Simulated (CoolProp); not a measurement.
200 sccm (0 °C, 1 atm) of nitrogen bubbles through liquid tetrahydrofuran at 316.5 K and leaves saturated at a total pressure of 0.15 MPa (ideal gas phase). Each further row changes one setting.

Computed with CoolProp (reference Helmholtz-energy equation of state, Fiedler 2023).

```json
[
 {"case": "as stated", "vapour pressure (kPa)": "45.8", "mole fraction of vapour": "0.305", "delivery (mg/min)": "…", "delivery (sccm)": "88.0", "change of delivery for a bath 1 K warmer (%)": "…"},
 {"case": "bath temperature 321.5 K", "vapour pressure (kPa)": "55.2", "mole fraction of vapour": "…", "delivery (mg/min)": "375", "delivery (sccm)": "…", "change of delivery for a bath 1 K warmer (%)": "…"},
 {"case": "total pressure 0.3 MPa", "vapour pressure (kPa)": "45.8", "mole fraction of vapour": "0.153", "delivery (mg/min)": "…", "delivery (sccm)": "…", "change of delivery for a bath 1 K warmer (%)": "4.6"}
]
```

**Question.** Some entries are withheld; supply them.

**Answer.** 
- as stated, delivery (mg/min): 283
- as stated, change of delivery for a bath 1 K warmer (%): 5.7
- bath temperature 321.5 K, mole fraction of vapour: 0.368
- bath temperature 321.5 K, delivery (sccm): 117
- bath temperature 321.5 K, change of delivery for a bath 1 K warmer (%): 6.0
- total pressure 0.3 MPa, delivery (mg/min): 116
- total pressure 0.3 MPa, delivery (sccm): 36.1
